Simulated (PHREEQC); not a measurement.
## Phosphoric acid bath

A solution holds 0.014 mol/kgw H3PO4, 0.0026 mol/kgw HNO3 and 0.0013 mol/kgw ZnSO4, at 20 °C. Closed to the air; pH follows from the charge balance.

Equilibrium calculation in PHREEQC: ion-association model, wateq4f.dat.

```yaml
pH: 2.08
ionic_strength: 0.0136 mol/kgw
total_alkalinity: -16.6 meq/kg
```

```json
[
 {"species": "H+", "molality": "0.00913", "activity": "0.00825", "log γ": "-0.044"},
 {"species": "H3PO4", "molality": "0.00706", "activity": "0.00709", "log γ": "0.001"},
 {"species": "H2PO4-", "molality": "0.00694", "activity": "0.00620", "log γ": "-0.049"},
 {"species": "NO3-", "molality": "0.00260", "activity": "0.00230", "log γ": "-0.053"},
 {"species": "Zn+2", "molality": "0.00121", "activity": "0.000779", "log γ": "-0.192"},
 {"species": "SO4-2", "molality": "0.000800", "activity": "0.000507", "log γ": "-0.198"},
 {"species": "HSO4-", "molality": "0.000410", "activity": "0.000365", "log γ": "-0.050"},
 {"species": "ZnSO4", "molality": "8.87e-5", "activity": "8.89e-5", "log γ": "0.001"},
 {"species": "Zn(SO4)2-2", "molality": "6.08e-7", "activity": "3.81e-7", "log γ": "-0.203"},
 {"species": "HPO4-2", "molality": "7.15e-8", "activity": "4.53e-8", "log γ": "-0.198"}
]
```

Precipitation was switched off in this run. H3PO4, which wateq4f.dat lacks, is added to it with the constant of phreeqc.dat. The database has no phosphate complexes of Zn.
